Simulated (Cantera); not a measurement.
A perfectly stirred reactor is fed with CH₄ : CO : O₂ : N₂ = 1 : 0.24 : 3.31 : 12.5 (molar parts), at 180 Torr; it is adiabatic with a 325 K inlet, and is followed from long to short residence time, starting on the burning branch (τ in s: 0.17, 0.066, 0.025, 0.0094, 0.0035, 0.0013, 0.0005, 0.00019, 7.2e-05, 2.7e-05, 1e-05, 3.9e-06).

Model: GRI-Mech 3.0 (53 species, 325 reactions), integrated in Cantera.

**Question.** What does this change do: inlet temperature 325 to 500 K?

**Answer.** 
```csv
quantity,before,after
"blow-out, bracketed by the residence times tried","burning at 1.30 ms, out at 0.500 ms","burning at 0.500 ms, out at 0.190 ms"
x(CH₄) at τ = 0.170 s,1.06e-5,7.13e-6
x(CO) at τ = 0.170 s,0.00137,0.00177
x(O₂) at τ = 0.170 s,0.0702,0.0701
x(CH₂O) at τ = 0.170 s,1.28e-6,9.75e-7
x(N₂O) at τ = 0.170 s,1.55e-7,1.41e-7
x(CH₄) at τ = 0.500 ms,0.0587,0.000997
x(CO) at τ = 0.500 ms,0.0141,0.0274
x(O₂) at τ = 0.500 ms,0.194,0.0851
x(CH₂O) at τ = 0.500 ms,<1e-12,8.57e-5
x(N₂O) at τ = 0.500 ms,<1e-12,4.49e-8
```

**Question.** What does this change do: pressure from 180 Torr to 1880 Torr?

**Answer.** 
| quantity | before | after |
|---|---|---|
| blow-out, bracketed by the residence times tried | burning at 1.30 ms, out at 0.500 ms | burning at 0.190 ms, out at 72.0 µs |
| x(CH₄) at τ = 0.170 s | 1.06e-5 | 5.69e-6 |
| x(CO) at τ = 0.170 s | 0.00137 | 0.000161 |
| x(O₂) at τ = 0.170 s | 0.0702 | 0.0702 |
| x(CH₂O) at τ = 0.170 s | 1.28e-6 | 5.64e-7 |
| x(N₂O) at τ = 0.170 s | 1.55e-7 | 4.11e-7 |
| x(CH₄) at τ = 0.500 ms | 0.0587 | 0.000323 |
| x(CO) at τ = 0.500 ms | 0.0141 | 0.00829 |
| x(O₂) at τ = 0.500 ms | 0.194 | 0.0743 |
| x(CH₂O) at τ = 0.500 ms | <1e-12 | 3.74e-5 |
| x(N₂O) at τ = 0.500 ms | <1e-12 | 9.34e-7 |

**Question.** What does this change do: pressure from 180 Torr to 7500 Torr?

**Answer.** 
```
quantity                                                                       before                                 after
------------------------------------------------  -----------------------------------  ------------------------------------
blow-out, bracketed by the residence times tried  burning at 1.30 ms, out at 0.500 ms  burning at 0.500 ms, out at 0.190 ms
x(CH₄) at τ = 0.170 s                                                         1.06e-5                               3.10e-6
x(CO) at τ = 0.170 s                                                          0.00137                               6.30e-5
x(O₂) at τ = 0.170 s                                                           0.0702                                0.0702
x(CH₂O) at τ = 0.170 s                                                        1.28e-6                               3.12e-7
x(N₂O) at τ = 0.170 s                                                         1.55e-7                               4.80e-7
x(CH₄) at τ = 0.500 ms                                                         0.0587                              0.000312
x(CO) at τ = 0.500 ms                                                          0.0141                               0.00553
x(O₂) at τ = 0.500 ms                                                           0.194                                0.0735
x(CH₂O) at τ = 0.500 ms                                                        <1e-12                               3.66e-5
x(N₂O) at τ = 0.500 ms                                                         <1e-12                               2.31e-6
```
